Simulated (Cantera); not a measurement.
Charge: 1 mol CF₄, 0.0083 mol Si, 0.51 mol H₂, at 7.50 Torr.

Method: chemical equilibrium by Gibbs-energy minimisation in Cantera with the NASA 1993 tables (ideal gas, pure condensed phases). Candidate condensed phases: C, C₆H₆, C₇H₈, C₈H₁₈, Si, SiC; 113 gas species. The tables' values for SiF₃ are old estimates; treat these amounts as uncertain. Gases not in the tables: C₂F₆ and larger saturated fluorocarbons. Kinetics and transport are ignored.

log p: log10 of the partial pressure in bar; n: condensed amount in mol.

| T (K) | log p HF | log p CF₄ | log p F | log p CF₂ | log p CF₃ | n C(graphite) |
|---|---|---|---|---|---|---|
| 1498 | -2.24 | -2.38 | -6.31 | -5.57 | ___ | 0.263 |
| 1648 | -2.24 | -2.38 | -5.31 | -4.69 | ___ | 0.262 |
| 1798 | -2.24 | -2.39 | -4.47 | -3.96 | ___ | 0.255 |
| 1948 | -2.25 | -2.43 | -3.77 | -3.36 | ___ | 0.229 |
| 2098 | -2.29 | -2.55 | -3.20 | -2.89 | ___ | 0.163 |
| 2248 | -2.37 | -2.88 | -2.75 | -2.60 | ___ | 0.0604 |
| 2398 | -2.46 | -3.60 | -2.47 | -2.56 | ___ | 0.0902 |

Q: Some entries are withheld; supply them.

A: 
- 1498, log p CF₃: -6.30
- 1648, log p CF₃: -5.58
- 1798, log p CF₃: -4.99
- 1948, log p CF₃: -4.51
- 2098, log p CF₃: -4.17
- 2248, log p CF₃: -4.05
- 2398, log p CF₃: -4.26
